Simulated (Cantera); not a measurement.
What does this Cantera script print?

```python
import numpy as np
import cantera as ct

gas_names = """
    C CO CO2 C2 C2O C3 C3O2 C4 C5 O O2 O3 Si SiC SiC2 SiO SiO2 Si2 Si2C Si3
""".split()
cond_names = """
    C(gr) Si(cr) Si(L) SiC(b) SiO2(Lqz) SiO2(hqz) SiO2(L)
""".split()


def load(file, names, dense=False):
    # The tables refer to 1 bar. Condensed volumes are neglected.
    table = {s.name: s for s in ct.Species.list_from_file(file)}
    out = []
    for n in names:
        d = dict(table[n].input_data)
        d["thermo"] = dict(d["thermo"], **{"reference-pressure": 1e5})
        if dense:
            d["equation-of-state"] = {"model": "constant-volume", "density": "1e6 g/cm^3"}
        out.append(ct.Species.from_dict(d))
    return out


gas = ct.Solution(thermo="ideal-gas", species=load("nasa_gas.yaml", gas_names))
cond = {s.name: ct.Solution(thermo="fixed-stoichiometry", species=[s], name=s.name)
        for s in load("nasa_condensed.yaml", cond_names, dense=True)}
atoms = {
    'SiO2': {'Si': 1, 'O': 2},
    'CO': {'C': 1, 'O': 1},
}
top_T = {'C(gr)': 4500, 'SiC(b)': 3050}  # K; cautious upper limits of use, not melting points


def equilibrate(T, P, feed):
    n = {}
    for name, mol in feed.items():
        for a, k in atoms[name].items():
            n[a] = n.get(a, 0.0) + k * mol
    gas.TPX = T, P, n
    mass = sum(n.values()) * gas.mean_molecular_weight
    gas.equilibrate("TP")
    valid = [c for c in cond.values() if c.min_temp <= T <= top_T.get(c.name, c.max_temp)]
    mix = ct.Mixture([(gas, mass / gas.mean_molecular_weight)] + [(c, 0.0) for c in valid])
    mix.T, mix.P = T, P
    mix.equilibrate("TP", solver="vcs", rtol=1e-11, max_steps=5000)
    return mix


results = []
feed = {'SiO2': 1, 'CO': 1.8}  # mol
P = 41  # Pa
for T in [975, 1025, 1075, 1125, 1175, 1225, 1275, 1325]:
    mix = equilibrate(T, P, feed)
    results.append((T, P, feed, dict(zip(mix.species_names, mix.species_moles))))

top = {s: max(r[3][s] / sum(r[3][g] for g in gas_names) for r in results) for s in gas_names}
cols = sorted((s for s in top if top[s] > 1e-06), key=lambda s: -top[s])[:8]
seen = [c for c in cond_names if any(r[3].get(c, 0) > 1e-12 for r in results)]
print("log10 of partial pressures in bar; condensed amounts in mol")
print(f"{'T/K':>10s}" + "".join(f"{s[:9]:>10s}" for s in cols + seen))
for T, P, feed, n in results:
    ng = sum(n[g] for g in gas_names)
    print(f"{T:10.4g}" + "".join(f"{np.log10(max(n[s] / ng * P / 1e5, 1e-99)):10.3f}" for s in cols)
          + "".join(f"{n.get(c, 0):10.4g}" for c in seen))
```

It prints:

```
log10 of partial pressures in bar; condensed amounts in mol
       T/K        CO       CO2       SiO     C(gr) SiO2(hqz)
       975    -3.387    -6.792   -15.426  0.000708         1
      1025    -3.387    -7.238   -13.628 0.0002538         1
      1075    -3.387    -7.641   -12.000 0.0001003         1
      1125    -3.387    -8.008   -10.520 4.301e-05         1
      1175    -3.387    -8.342    -9.167   1.7e-05         1
      1225    -3.387    -8.287    -8.287         0         1
      1275    -3.387    -7.858    -7.858         0    0.9999
      1325    -3.387    -7.461    -7.461         0    0.9998
```

Cantera equilibrium calculation (NASA polynomials, part measured and part estimated; ideal gas, pure solids and liquids). The tables hold silica as quartz up to 1696 K and as liquid above; real silica turns to tridymite and cristobalite and melts near 1996 K.
